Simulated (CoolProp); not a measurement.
100 sccm (0 °C, 1 atm) of nitrogen bubbles through liquid ethanol at 324.5 K and leaves saturated at a total pressure of 0.15 MPa (ideal gas phase). Each further row changes one setting.

Values from CoolProp's reference Helmholtz-energy equation of state, Schroeder 2014.

```json
[
 {"case": "as stated", "vapour pressure (kPa)": "31.4", "mole fraction of vapour": "0.209", "delivery (mg/min)": "54.3", "delivery (sccm)": "26.4", "change of delivery for a bath 1 K warmer (%)": "6.2"},
 {"case": "bath temperature 329.5 K", "vapour pressure (kPa)": "39.6", "mole fraction of vapour": "0.264", "delivery (mg/min)": "73.8", "delivery (sccm)": "35.9", "change of delivery for a bath 1 K warmer (%)": "6.5"},
 {"case": "total pressure 0.3 MPa", "vapour pressure (kPa)": "31.4", "mole fraction of vapour": "0.105", "delivery (mg/min)": "24.0", "delivery (sccm)": "11.7", "change of delivery for a bath 1 K warmer (%)": "5.4"}
]
```
